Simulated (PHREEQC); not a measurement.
0.042 g of hydrous ferric oxide (600 m²/g; 0.2 weak and 0.005 strong sites per Fe, Dzombak-Morel constants, diffuse double layer) in 1 kg of water with 0.005 mol/kgw of an inert sodium salt and 0.0015 mmol/kgw NaF, at 25 °C; the pH is set by adding NaOH or the inert anion's acid. O2 is buffered at 0.21 atm. CO2 from the air is kept out. No solid was allowed to form.

Base run: PHREEQC, ion-association model, wateq4f.dat. Each further column changes one thing. The table gives surface charge σ (C/m²).

```tsv
pH	base	background salt from 0.005 to 0.0005 mol/kgw	oxide from 0.042 to 0.21 g/kgw	1.7e-05 mol/kgw BaCl2 added
4	0.180	0.095	0.183	0.180
4.67	0.114	…	0.116	0.115
5.33	0.068	0.027	0.069	0.068
6	0.037	0.014	0.037	0.037
6.67	0.019	0.006	0.019	0.019
7.33	0.008	0.003	0.008	0.008
8.67	-0.005	…	-0.005	…
9.33	-0.014	-0.005	-0.014	…
10	-0.030	-0.012	-0.030	-0.023
10.67	-0.059	-0.030	-0.059	…
11.33	-0.111	…	-0.112	-0.078
12	-0.215	-0.198	-0.215	-0.152
```

Task: Fill in the missing entries.

Result: 
- 4.67, background salt from 0.005 to 0.0005 mol/kgw: 0.051
- 8.67, background salt from 0.005 to 0.0005 mol/kgw: -0.002
- 8.67, 1.7e-05 mol/kgw BaCl2 added: -0.004
- 9.33, 1.7e-05 mol/kgw BaCl2 added: -0.013
- 10.67, 1.7e-05 mol/kgw BaCl2 added: -0.041
- 11.33, background salt from 0.005 to 0.0005 mol/kgw: -0.080
